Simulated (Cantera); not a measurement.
An adiabatic, constant-pressure homogeneous reactor starts with C3H8 : O2 : N2 = 1 : 10.6 : 40 (molar parts), at 1148 K and 1.01 bar. Integrator tolerance rtol = 1e-08.

Model: GRI-Mech 3.0 (53 species, 325 reactions), integrated in Cantera. GRI-Mech 3.0 was tuned for natural gas; its chemistry of propane as a main component is partial and can be far from experiment.

Problem. What does this change do: C3H8 1 to 1.5 parts?

Solution. 
```tsv
quantity	before	after
time of steepest temperature rise	16.9 ms	18.1 ms
temperature at 3.00 s	2141 K	2449 K
equilibrium temperature	2141 K	2449 K
x(C3H8) at 3.00 s	<1e-12 (gas-phase equilibrium <1e-12)	<1e-12 (gas-phase equilibrium <1e-12)
x(O2) at 3.00 s	0.102 (gas-phase equilibrium 0.102)	0.0543 (gas-phase equilibrium 0.0543)
x(CH3) at 3.00 s	<1e-12 (gas-phase equilibrium <1e-12)	<1e-12 (gas-phase equilibrium <1e-12)
x(CH2) at 3.00 s	<1e-12 (gas-phase equilibrium <1e-12)	<1e-12 (gas-phase equilibrium <1e-12)
x(CH4) at 3.00 s	<1e-12 (gas-phase equilibrium <1e-12)	<1e-12 (gas-phase equilibrium <1e-12)
x(NO2) at 3.00 s	7.30e-6 (gas-phase equilibrium 7.30e-6)	4.95e-6 (gas-phase equilibrium 4.95e-6)
```
